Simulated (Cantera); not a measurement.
Ignition delay

Mixture: CH₄ : CO : O₂ : N₂ = 1 : 0.064 : 2.12 : 7.96 (molar parts), at 1000000 Pa, adiabatic and at constant volume. Ignition delay is the time to a rise of 400 K.

Model: GRI-Mech 3.0 (53 species, 325 reactions), integrated in Cantera.

```json
[
 {"T0 (K)": "1198", "delay (ms)": "4.94"},
 {"T0 (K)": "1298", "delay (ms)": "1.46"},
 {"T0 (K)": "1398", "delay (ms)": "0.487"},
 {"T0 (K)": "1498", "delay (ms)": "0.178"},
 {"T0 (K)": "1598", "delay (ms)": "0.0712"},
 {"T0 (K)": "1698", "delay (ms)": "0.0311"},
 {"T0 (K)": "1798", "delay (ms)": "0.0149"},
 {"T0 (K)": "1898", "delay (ms)": "0.00784"},
 {"T0 (K)": "1998", "delay (ms)": "0.00446"}
]
```

| Item | Result |
|---|---|
| apparent activation energy between 1798 and 1998 K | 180 kJ/mol |
